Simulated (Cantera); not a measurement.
A Cantera script and what it prints.

```python
import numpy as np
import cantera as ct

gas_names = """
    C CO COS CO2 CS CS2 C2 C2O C3 C3O2 C4 C5 O O2 O3 S SO SO2 SO3 S2 S2O S8
""".split()
cond_names = """
    C(gr) S(cr1) S(cr2) S(L)
""".split()


# ... load() reads the species with a 1 bar reference pressure and builds the phases ...
atoms = {
    'CO2': {'C': 1, 'O': 2},
    'SO2': {'S': 1, 'O': 2},
    'O2': {'O': 2},
}
top_T = {'C(gr)': 4500}  # K; cautious upper limits of use, not melting points


# ... equilibrate(T, P, feed) seeds the gas with the atoms and calls Mixture.equilibrate('TP', solver="vcs", rtol=1e-11, max_steps=5000) ...
results = []
T = 1225  # K
P = 100000  # Pa
for m in [0.12, 0.23, 0.43, 0.81, 1.5, 2.8, 5.3]:
    feed = {'CO2': 1, 'SO2': 0.038, 'O2': m}  # mol
    mix = equilibrate(T, P, feed)
    results.append((T, P, feed, dict(zip(mix.species_names, mix.species_moles))))
    x = sorted(zip(gas.X, gas.species_names), reverse=True)
    print(f"T = {T:g} K  P = {P:g} Pa  n(O2) = {m:g} mol  gas = {mix.phase_moles(0):.4g} mol")
    print("   x: " + "  ".join(f"{s} {v:.3e}" for v, s in x if v > 0.001))
    print("   condensed (mol): " + ("  ".join(f"{mix.phase(i).name} {mix.phase_moles(i):.4g}"
          for i in range(1, mix.n_phases) if mix.phase_moles(i) > 1e-12) or "none"))
```

Output:

```
T = 1225 K  P = 100000 Pa  n(O2) = 0.12 mol  gas = 1.157 mol
   x: CO2 8.645e-01  O2 1.027e-01  SO2 3.077e-02  SO3 2.080e-03
   condensed (mol): none
T = 1225 K  P = 100000 Pa  n(O2) = 0.23 mol  gas = 1.266 mol
   x: CO2 7.896e-01  O2 1.804e-01  SO2 2.754e-02  SO3 2.467e-03
   condensed (mol): none
T = 1225 K  P = 100000 Pa  n(O2) = 0.43 mol  gas = 1.466 mol
   x: CO2 6.821e-01  O2 2.920e-01  SO2 2.327e-02  SO3 2.652e-03
   condensed (mol): none
T = 1225 K  P = 100000 Pa  n(O2) = 0.81 mol  gas = 1.846 mol
   x: CO2 5.418e-01  O2 4.376e-01  SO2 1.807e-02  SO3 2.521e-03
   condensed (mol): none
T = 1225 K  P = 100000 Pa  n(O2) = 1.5 mol  gas = 2.535 mol
   x: O2 5.906e-01  CO2 3.944e-01  SO2 1.290e-02  SO3 2.091e-03
   condensed (mol): none
T = 1225 K  P = 100000 Pa  n(O2) = 2.8 mol  gas = 3.835 mol
   x: O2 7.293e-01  CO2 2.607e-01  SO2 8.396e-03  SO3 1.513e-03
   condensed (mol): none
T = 1225 K  P = 100000 Pa  n(O2) = 5.3 mol  gas = 6.335 mol
   x: O2 8.361e-01  CO2 1.579e-01  SO2 5.029e-03
   condensed (mol): none
```

Cantera equilibrium calculation (NASA polynomials, part measured and part estimated; ideal gas, pure solids and liquids).
